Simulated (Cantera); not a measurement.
An isothermal plug-flow reactor at 675 K and 2.66 atm (inlet), inlet velocity 6.4 m/s, active area per volume 210 1/m; feed 4.75 % H2, 1.43 % O2, 93.8 % N2, equivalence ratio 1.7.

Computed with Cantera and Deutschmann's 1995 Pt surface mechanism with GRI-Mech 3.0 gas chemistry. Catalytic surfaces can have several steady states; this one follows from the mechanism file's or the stated starting coverage. Mass transfer to the wall is taken as infinitely fast.

**Question.** Predict: x(H2) at z = 0.0065 m; x(O2) at z = 0.0065 m; x(H2O) at z = 0.0065 m; θ(free Pt) at the exit; θ(H*) at the exit.

**Answer.** 
| Item | Value |
|---|---|
| x(H2) at z = 0.0065 m | 0.0263 |
| x(O2) at z = 0.0065 m | 0.00354 |
| x(H2O) at z = 0.0065 m | 0.0217 |
| θ(free Pt) at the exit | 0.869 |
| θ(H*) at the exit | 0.130 |
